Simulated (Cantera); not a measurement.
Charge: 1 mol Cu2O, 21 mol H2, at 34.0 Pa.

These are equilibrium values from Cantera (NASA tables, ideal gas, pure condensed phases), not measurements of a reactor. Candidate condensed phases: Cu, CuO, Cu(OH)2, Cu2O, H2O; 12 gas species. Equilibrium is a limit: real reactors are often held back by kinetics, nucleation or transport.

x: gas mole fraction; n: condensed amount in mol.

```json
[
 {"T (K)": "1200", "x H2": "0.952", "x H2O": "0.0476", "x Cu": "3.61e-5", "x H": "1.04e-5", "x Cu2": "1.03e-9", "x OH": "4.17e-9", "n Cu(s)": "2.00", "n Cu(l)": "0"},
 {"T (K)": "1225", "x H2": "0.952", "x H2O": "0.0476", "x Cu": "…", "x H": "…", "x Cu2": "…", "x OH": "…", "n Cu(s)": "2.00", "n Cu(l)": "0"},
 {"T (K)": "1250", "x H2": "0.952", "x H2O": "0.0476", "x Cu": "0.000136", "x H": "2.56e-5", "x Cu2": "6.74e-9", "x OH": "1.32e-8", "n Cu(s)": "2.00", "n Cu(l)": "0"},
 {"T (K)": "1275", "x H2": "0.952", "x H2O": "0.0476", "x Cu": "0.000255", "x H": "3.90e-5", "x Cu2": "1.63e-8", "x OH": "2.27e-8", "n Cu(s)": "1.99", "n Cu(l)": "0"},
 {"T (K)": "1300", "x H2": "0.952", "x H2O": "0.0476", "x Cu": "0.000464", "x H": "5.85e-5", "x Cu2": "3.81e-8", "x OH": "3.82e-8", "n Cu(s)": "1.99", "n Cu(l)": "0"},
 {"T (K)": "1325", "x H2": "0.952", "x H2O": "0.0476", "x Cu": "0.000826", "x H": "8.65e-5", "x Cu2": "8.61e-8", "x OH": "6.31e-8", "n Cu(s)": "1.98", "n Cu(l)": "0"},
 {"T (K)": "1350", "x H2": "0.951", "x H2O": "0.0475", "x Cu": "0.00144", "x H": "0.000126", "x Cu2": "1.89e-7", "x OH": "1.02e-7", "n Cu(s)": "1.97", "n Cu(l)": "0"},
 {"T (K)": "1375", "x H2": "0.950", "x H2O": "0.0475", "x Cu": "…", "x H": "…", "x Cu2": "…", "x OH": "…", "n Cu(s)": "0", "n Cu(l)": "1.95"},
 {"T (K)": "1400", "x H2": "0.948", "x H2O": "0.0474", "x Cu": "0.00397", "x H": "0.000257", "x Cu2": "7.74e-7", "x OH": "2.55e-7", "n Cu(s)": "0", "n Cu(l)": "1.92"},
 {"T (K)": "1425", "x H2": "0.946", "x H2O": "0.0473", "x Cu": "0.00639", "x H": "0.000360", "x Cu2": "1.50e-6", "x OH": "3.93e-7", "n Cu(s)": "0", "n Cu(l)": "1.86"},
 {"T (K)": "1450", "x H2": "0.942", "x H2O": "0.0471", "x Cu": "0.0101", "x H": "0.000498", "x Cu2": "2.83e-6", "x OH": "5.97e-7", "n Cu(s)": "0", "n Cu(l)": "1.79"},
 {"T (K)": "1475", "x H2": "0.937", "x H2O": "0.0469", "x Cu": "0.0158", "x H": "0.000681", "x Cu2": "5.24e-6", "x OH": "8.92e-7", "n Cu(s)": "0", "n Cu(l)": "1.66"}
]
```

Question: Fill in the missing entries.

Answer: 
- 1225, x Cu: 7.12e-5
- 1225, x H: 1.65e-5
- 1225, x Cu2: 2.68e-9
- 1225, x OH: 7.51e-9
- 1375, x Cu: 0.00242
- 1375, x H: 0.000181
- 1375, x Cu2: 3.90e-7
- 1375, x OH: 1.63e-7
